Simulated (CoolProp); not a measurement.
Vapour-liquid equilibrium of CHF3 (R23) (1) + R143a (2) at -105.45 °C; x and y are mole fractions of (1).

Computed with CoolProp (multi-fluid Helmholtz-energy mixture model, Penoncello 2003 and Lemmon and Jacobsen 2000; pair parameters Bell 2016).

Task: Give the bubble pressure and the first vapour's composition at x = 0.35, 0.5, 0.65. Is there an azeotrope?

Result: x = 0.35: 8.757 kPa, y = 0.855; x = 0.5: 11.89 kPa, y = 0.918; x = 0.65: 14.77 kPa, y = 0.953. No azeotrope shows between x = 0.05 and 0.95.

The pair parameters rest on a limited set of measurements; away from them the model extrapolates. The gap from Raoult's law changes sign with composition, which may be real or a fault of the pair parameters; it wasn't checked against measurements.
